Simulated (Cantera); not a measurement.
A Cantera script and what it prints.

```python
import numpy as np
import cantera as ct

gas_names = """
    H2O P2 NH3 NO PH3
""".split()
cond_names = """

""".split()


def load(file, names, dense=False):
    # The tables refer to 1 bar. Condensed volumes are neglected.
    table = {s.name: s for s in ct.Species.list_from_file(file)}
    out = []
    for n in names:
        d = dict(table[n].input_data)
        d["thermo"] = dict(d["thermo"], **{"reference-pressure": 1e5})
        if dense:
            d["equation-of-state"] = {"model": "constant-volume", "density": "1e6 g/cm^3"}
        out.append(ct.Species.from_dict(d))
    return out


species = {s.name: s for s in load("nasa_gas.yaml", gas_names) + load("nasa_condensed.yaml", cond_names)}
# Each term lists the table entries of one substance; the one whose range holds T is used.
reactions = {
    '6 H2O(g) + 5 P2(g) + 6 NH3(g) = 6 NO(g) + 10 PH3(g)':
        [(-6, ['H2O']), (-5, ['P2']), (-6, ['NH3']), (6, ['NO']), (10, ['PH3'])],
}


def pick(names, T):
    return next(species[n] for n in names if species[n].thermo.min_temp <= T <= species[n].thermo.max_temp)


results = []
for label, terms in reactions.items():
    print(label)
    print("     T/K   dH/kJ  dS/(J/K)   dG/kJ   log10 K")
    for T in [300, 600, 675, 750, 825, 900, 975, 1050]:
        used = [(nu, pick(names, T)) for nu, names in terms]
        dH = sum(nu * s.thermo.h(T) for nu, s in used) / 1e6
        dS = sum(nu * s.thermo.s(T) for nu, s in used) / 1e3
        dG = dH - T * dS / 1e3
        logK = -dG * 1e6 / (ct.gas_constant * T * np.log(10))
        results.append((label, T, dH, dS, dG, logK, [s.name for _, s in used]))
        print(f"{T:8g} {dH:8.1f} {dS:8.1f} {dG:8.1f} {logK:8.2f}")
```

Result:

```
6 H2O(g) + 5 P2(g) + 6 NH3(g) = 6 NO(g) + 10 PH3(g)
     T/K   dH/kJ  dS/(J/K)   dG/kJ   log10 K
     300   1610.1    -13.0   1614.0  -281.02
     600   1610.6    -14.0   1619.1  -140.95
     675   1613.3     -9.8   1620.0  -125.36
     750   1616.9     -4.8   1620.5  -112.86
     825   1621.4      0.9   1620.7  -102.61
     900   1626.5      6.8   1620.4   -94.04
     975   1632.1     12.7   1619.6   -86.77
    1050   1637.9     18.5   1618.5   -80.51
```

Standard-state values (1 bar) from the NASA 1993 polynomials, evaluated with Cantera. Condensed species are held in their standard states even where they would react or evaporate.
